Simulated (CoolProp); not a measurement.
Hexamethyldisiloxane (MM) at several states: Z from the reference equation and from simpler models built on Tc = 518.7 K, pc = 1.931 MPa, ω = 0.418; each cubic takes its own stable root.

The numbers come from the reference Helmholtz-energy equation of state, Thol 2016 in CoolProp.

```tsv
T (K)	p (MPa)	phase	reference
553.1	0.0341	gas	0.9950
243.3	0.0489	liquid	0.004809
569.6	1.69	gas	0.7499
318.5	0.117	liquid	0.009722
291.8	0.409	liquid	0.03570
523.4	0.127	gas	0.9769
```

Problem. How far does each simpler model (van der Waals, Soave-Redlich-Kwong, Peng-Robinson) lie from the reference over these 6 states: mean and median of the absolute difference, and the worst?

Solution. 
- van der Waals: mean 1619.7 %, median 33.7 %, worst +9582.2 % at 318.5 K and 0.117 MPa
- Soave-Redlich-Kwong: mean 4.4 %, median 4.7 %, worst +9.4 % at 243.3 K and 0.0489 MPa
- Peng-Robinson: mean 2.2 %, median 1.9 %, worst -5.0 % at 318.5 K and 0.117 MPa

At some of these states van der Waals gives the other phase, because its saturation line lies elsewhere.
